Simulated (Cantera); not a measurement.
An adiabatic, constant-volume homogeneous reactor starts with CO : H2 : CH4 : O2 : N2 = 1 : 0.079 : 0.039 : 0.846 : 3.18 (molar parts), equivalence ratio 0.73, at 1550 K and 1.00 bar. Integrator tolerance rtol = 1e-08.

Model: GRI-Mech 3.0 (53 species, 325 reactions), integrated in Cantera.

What does this change do: CO 1 to 0.42 parts?


```
quantity                                                            before                                      after
---------------------------------  ---------------------------------------  -----------------------------------------
time of steepest temperature rise                                  35.7 µs                                    37.6 µs
temperature at 0.100 s                                              2816 K                                     2552 K
equilibrium temperature                                             2816 K                                     2552 K
x(CO) at 0.100 s                     0.0705 (gas-phase equilibrium 0.0705)      0.0109 (gas-phase equilibrium 0.0109)
x(H2) at 0.100 s                   0.00166 (gas-phase equilibrium 0.00166)  0.000575 (gas-phase equilibrium 0.000575)
x(CH4) at 0.100 s                    <1e-12 (gas-phase equilibrium <1e-12)      <1e-12 (gas-phase equilibrium <1e-12)
x(CO2) at 0.100 s                      0.145 (gas-phase equilibrium 0.145)      0.0944 (gas-phase equilibrium 0.0944)
x(OH) at 0.100 s                     0.0112 (gas-phase equilibrium 0.0112)    0.00727 (gas-phase equilibrium 0.00727)
```
